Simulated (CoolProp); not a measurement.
Model: reference Helmholtz-energy equation of state, Akasaka 2015, in CoolProp.

Problem. For R245fa, give the phase and the cp (kJ/(kg K)), speed of sound (m/s), Joule-Thomson coefficient (K/MPa) at 41.05 °C and 12.4 MPa; -4.55 °C and 0.0133 MPa; 82.95 °C and 0.691 MPa.

Solution. 
- 41.05 °C and 12.4 MPa: liquid; cp 1.32, speed of sound 693, Joule-Thomson coefficient -0.243
- -4.55 °C and 0.0133 MPa: gas; cp 0.809, speed of sound 134, Joule-Thomson coefficient 42.7
- 82.95 °C and 0.691 MPa: gas; cp 1.09, speed of sound 135, Joule-Thomson coefficient 19.3
